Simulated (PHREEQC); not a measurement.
0.12 g of hydrous ferric oxide (600 m²/g; 0.2 weak and 0.005 strong sites per Fe, Dzombak-Morel constants, diffuse double layer) in 1 kg of water with 0.001 mol/kgw of an inert sodium salt and 1e-06 mol NiCl2, at 25 °C; the pH is set by adding NaOH or the inert anion's acid. O2 is buffered at 0.21 atm. CO2 from the air is kept out. Precipitation was switched off in this run.

All values are PHREEQC results (ion-association model, wateq4f.dat), not measurements.

Problem. Predict Ni sorbed (%), surface charge σ (C/m²) at pH = 6.67, 7.33, 8.67.

Solution. 
| pH | Ni sorbed (%) | surface charge σ (C/m²) |
|---|---|---|
| 6.67 | 65.3 | 0.009 |
| 7.33 | 97.2 | 0.004 |
| 8.67 | 100.0 | -0.002 |
